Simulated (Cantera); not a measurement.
Charge: 1 mol TiCl₄, 0.18 mol CH₄, at 0.310 bar.

Method: chemical equilibrium by Gibbs-energy minimisation in Cantera with the NASA 1993 tables (ideal gas, pure condensed phases). Candidate condensed phases: C, C₆H₆, C₇H₈, C₈H₁₈, Ti, TiC, TiCl₂, TiCl₃, TiCl₄; 96 gas species. The tables' values for TiCl₂ are old estimates; treat these amounts as uncertain. TiC: taken at fixed stoichiometry. Kinetics and transport are ignored. All values below are at 1673 K.

Base state: HCl 0.335, TiCl₃ 0.322, TiCl₄ 0.288, H₂ 0.0533, TiCl₂ 0.00133, Cl 0.000232, H 4.72e-5 (mole fractions); condensed: C(graphite) + TiC(s).

### Question
What changes in the equilibrium state with this change: CH₄ from 0.18 to 0.11 mol?

### Answer
```csv
species,before,after
TiCl₄,0.288,0.421
HCl,0.335,0.282
TiCl₃,0.322,0.281
H₂,0.0533,0.0136
H,4.72e-5,2.38e-5
TiCl₂,0.00133,0.000695
Cl,0.000232,0.000387
"C(graphite), mol",0.175,0.110
"TiC(s), mol",0.00461,0
```
